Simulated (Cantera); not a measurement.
Cantera run, input and output.

```python
import numpy as np
import cantera as ct

gas = ct.Solution("h2o2.yaml")
gas.TPX = 1075, 160, {'H2': 0.0073, 'O2': 1, 'N2': 2.7}
inlet = ct.Reservoir(gas, clone=True)

reactor = ct.IdealGasConstPressureReactor(gas, energy="off", clone=False)
exhaust = ct.Reservoir(gas, clone=True)
tau = [10, 1.7, 0.28, 0.046, 0.0076, 0.0013, 0.00021][0]
for a, b in ((inlet, reactor), (reactor, exhaust)):
    ct.MassFlowController(a, b, mdot=lambda t: reactor.mass / tau)
net = ct.ReactorNet([reactor])
show = ['H2', 'O2', 'H2O2', 'OH', 'HO2', 'O', 'H2O']

rows = []
print(f"{'tau/s':>10s}{'T/K':>9s}" + "".join(f"{s:>11s}" for s in show))
for tau in [10, 1.7, 0.28, 0.046, 0.0076, 0.0013, 0.00021]:
    net.initial_time = 0.0
    net.advance(30 * tau)
    before = gas.X
    net.advance(40 * tau)
    drift = np.max(np.abs(gas.X - before) / (gas.X + 1e-9))
    rows.append([gas.T, *gas[show].X, drift])
    print(f"{tau:10.3e}{gas.T:9.1f}" + "".join(f"{x:11.3e}" for x in gas[show].X))
```

Output:

```
     tau/s      T/K         H2         O2       H2O2         OH        HO2          O        H2O
 1.000e+01   1075.0  2.535e-05  2.682e-01  6.242e-10  1.071e-04  4.428e-08  1.249e-03  1.855e-03
 1.700e+00   1075.0  9.745e-05  2.681e-01  1.133e-09  1.617e-04  6.030e-08  1.442e-03  1.728e-03
 2.800e-01   1075.0  4.237e-04  2.684e-01  2.550e-09  2.448e-04  7.837e-08  1.149e-03  1.343e-03
 4.600e-02   1075.0  1.586e-03  2.694e-01  1.110e-09  1.290e-04  6.091e-08  2.631e-04  3.006e-04
 7.600e-03   1075.0  1.969e-03  2.697e-01  1.364e-15  2.585e-11  3.168e-11  3.181e-11  1.135e-11
 1.300e-03   1075.0  1.969e-03  2.697e-01  4.016e-17  1.820e-12  5.415e-12  1.902e-12  1.367e-13
 2.100e-04   1075.0  1.969e-03  2.697e-01  1.049e-18  6.825e-14  8.746e-13  6.876e-14  8.279e-16
```

Model: the H2/O2 subset of GRI-Mech 3.0, which has no nitrogen chemistry, integrated in Cantera. Radical loss at walls, strong at low pressure, is not modelled.
